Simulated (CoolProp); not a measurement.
A simple Rankine cycle with dimethyl carbonate: condensing at 304.15 K, boiler at 0.139 MPa, turbine inlet 375.6 K, turbine efficiency 0.6, pump efficiency 0.6, no recuperator. Each further row changes one setting.

Values from CoolProp's reference Helmholtz-energy equation of state, Zhou 2011.

```csv
case,thermal efficiency (%),net work (kJ/kg),heat in (kJ/kg),turbine exit temperature (K),volume ratio over the turbine
as stated,9.8,49.2,503,335.6,13.1
turbine inlet 395.6 K,9.8,52.2,(withheld),(withheld),13.1
condensing temperature 296.15 K,10.8,56.0,518,330.1,19.3
boiler pressure 0.0973 MPa,(withheld),(withheld),505,(withheld),9.20
turbine efficiency 0.5,8.1,40.9,503,342.0,13.3
```

Task: What belongs in the gaps?

Result: 
- turbine inlet 395.6 K, heat in (kJ/kg): 532
- turbine inlet 395.6 K, turbine exit temperature (K): 355.2
- boiler pressure 0.0973 MPa, thermal efficiency (%): 8.6
- boiler pressure 0.0973 MPa, net work (kJ/kg): 43.4
- boiler pressure 0.0973 MPa, turbine exit temperature (K): 341.1
